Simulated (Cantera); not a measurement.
An isothermal, constant-pressure homogeneous reactor starts with NH3 : N2 = 1 : 0.48 (molar parts), at 1775 K and 420 Torr. Integrator tolerance rtol = 1e-08.

Detailed kinetics in Cantera: the gas-phase N/H chemistry of the illustrative SiF4/NH3 mechanism in the Surface Chemkin manual (1991). Walls and surfaces, which speed up NH3 decomposition in real reactors, are not modelled.

Q: What does this change do: pressure from 420 Torr to 12.8 Torr?

A: 
| quantity | before | after |
|---|---|---|
| x(NH3) at 40.0 s | 0.00113 (gas-phase equilibrium 5.05e-6) | 0.0403 (gas-phase equilibrium 1.53e-7) |
| x(NH) at 40.0 s | 3.75e-8 (gas-phase equilibrium 1.68e-10) | 1.70e-6 (gas-phase equilibrium 1.68e-10) |
| x(H) at 40.0 s | 0.000301 (gas-phase equilibrium 0.000303) | 0.000323 (gas-phase equilibrium 0.00174) |
| x(NH2) at 40.0 s | 1.49e-6 (gas-phase equilibrium 6.68e-9) | 6.04e-5 (gas-phase equilibrium 1.16e-9) |
| x(N) at 40.0 s | 4.31e-9 (gas-phase equilibrium 1.95e-11) | 2.20e-7 (gas-phase equilibrium 1.12e-10) |
| x(N2H2) at 40.0 s | 4.87e-11 (gas-phase equilibrium <1e-12) | 8.63e-8 (gas-phase equilibrium <1e-12) |
